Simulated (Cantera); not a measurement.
Input: 1 mol Si, 3 mol H₂O, 0.36 mol O₂, equilibrated at 0.680 bar.

Cantera equilibrium calculation (NASA polynomials, part measured and part estimated; ideal gas, pure solids and liquids). Candidate condensed phases: H₂O, Si, SiO₂; 18 gas species. The tables hold silica as quartz up to 1696 K and as liquid above; real silica turns to tridymite and cristobalite and melts near 1996 K. Gases not in the tables: Si(OH)₄. Kinetics and transport are ignored.

x: gas mole fraction; n: condensed amount in mol.

```
T (°C)  x H₂O   x H₂  x H      x OH     x SiO       x O      x O₂  n SiO₂(β-quartz)  n SiO₂(condensed)
------  -----  -----  ---  --------  --------  --------  --------  ----------------  -----------------
675     0.573  0.427    …    <1e-12    <1e-12    <1e-12    <1e-12              1.00                  0
750     0.573  0.427    …  1.16e-11    <1e-12    <1e-12    <1e-12              1.00                  0
825     0.573  0.427    …  1.16e-10    <1e-12    <1e-12    <1e-12              1.00                  0
900     0.573  0.427    …  8.65e-10    <1e-12    <1e-12    <1e-12              1.00                  0
975     0.573  0.427    …   5.08e-9    <1e-12    <1e-12    <1e-12              1.00                  0
1050    0.573  0.427    …   2.44e-8  5.53e-12    <1e-12    <1e-12              1.00                  0
1125    0.573  0.427    …   9.93e-8  7.86e-11    <1e-12    <1e-12              1.00                  0
1200    0.573  0.427    …   3.50e-7  8.47e-10  7.22e-12  4.56e-12              1.00                  0
1275    0.573  0.427    …   1.09e-6   7.19e-9  5.31e-11  3.30e-11              1.00                  0
1350    0.573  0.427    …   3.08e-6   4.98e-8  3.26e-10  1.99e-10              1.00                  0
1425    0.573  0.427    …   7.91e-6   2.89e-7   1.70e-9   1.03e-9                 0              1.000
```

Task: What belongs in the gaps?

Result: 
- 675, x H: 4.15e-10
- 750, x H: 3.28e-9
- 825, x H: 1.96e-8
- 900, x H: 9.34e-8
- 975, x H: 3.70e-7
- 1050, x H: 1.26e-6
- 1125, x H: 3.75e-6
- 1200, x H: 1.00e-5
- 1275, x H: 2.44e-5
- 1350, x H: 5.47e-5
- 1425, x H: 0.000115
